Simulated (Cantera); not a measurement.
Cantera with NASA thermochemical tables; ideal gases at 1 bar, condensed phases pure. Values are per mole of reaction as written; species without (g) are pure solids or liquids, kept so even where they would boil at 1 bar. The tables' values for C2F4 are old estimates.

Between 1373 and 2073 K, where is each reaction favourable under standard conditions?
- 2 CF4(g) + Pb(g) → 2 CF3(g) + PbF2
- Pb + 2 CF3(g) → C2F4(g) + PbF2


- 2 CF4(g) + Pb(g) → 2 CF3(g) + PbF2: ΔG° is 88 kJ at 1373 K and 71 kJ at 2073 K; it stays positive (K < 1). ΔH° is 137 kJ and ΔS° 31 J/K at 2073 K.
- Pb + 2 CF3(g) → C2F4(g) + PbF2: ΔG° is -180 kJ at 1373 K and -106 kJ at 2073 K; it stays negative (K > 1). ΔH° is -307 kJ and ΔS° -97 J/K at 2073 K.
